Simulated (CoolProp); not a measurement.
Values from CoolProp's reference Helmholtz-energy equation of state, Kamei 1995.

Q: For R22, give the phase and the cv (kJ/(kg K)), Joule-Thomson coefficient (K/MPa), viscosity (µPa s) at 418.4 K and 0.412 MPa; 418.4 K and 0.665 MPa; 418.4 K and 11.8 MPa.

A: 
- 418.4 K and 0.412 MPa: gas; cv 0.688, Joule-Thomson coefficient 8.26, viscosity 19.2
- 418.4 K and 0.665 MPa: gas; cv 0.691, Joule-Thomson coefficient 8.31, viscosity 19.2
- 418.4 K and 11.8 MPa: supercritical; cv 0.802, Joule-Thomson coefficient 3.11, viscosity 43.8

Viscosity comes from a separate model (Bell 2016), an estimate that may be off by 10 % or more.
